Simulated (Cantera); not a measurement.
An isothermal, constant-pressure homogeneous reactor starts with CH₄ : H₂O = 1 : 2.7 (molar parts), at 2073 K and 760 Torr. Integrator tolerance rtol = 1e-08.

Cantera simulation using GRI-Mech 3.0 (53 species, 325 reactions); the numbers are that mechanism's predictions, not measurements.

**Question.** What does this change do: temperature 2073 to 1225 K?

**Answer.** 
```json
[
 {"quantity": "x(CH₄) at 20.0 s", "before": "2.39e-9 (gas-phase equilibrium 2.82e-9)", "after": "0.259 (gas-phase equilibrium 2.46e-5)"},
 {"quantity": "x(H₂O) at 20.0 s", "before": "0.281 (gas-phase equilibrium 0.281)", "after": "0.724 (gas-phase equilibrium 0.257)"},
 {"quantity": "x(C₂H₄) at 20.0 s", "before": "<1e-12 (gas-phase equilibrium <1e-12)", "after": "0.00122 (gas-phase equilibrium 1.47e-11)"},
 {"quantity": "x(O₂) at 20.0 s", "before": "6.49e-8 (gas-phase equilibrium 6.49e-8)", "after": "<1e-12 (gas-phase equilibrium <1e-12)"},
 {"quantity": "x(CH₃) at 20.0 s", "before": "1.66e-10 (gas-phase equilibrium 1.97e-10)", "after": "3.05e-6 (gas-phase equilibrium 1.96e-10)"}
]
```
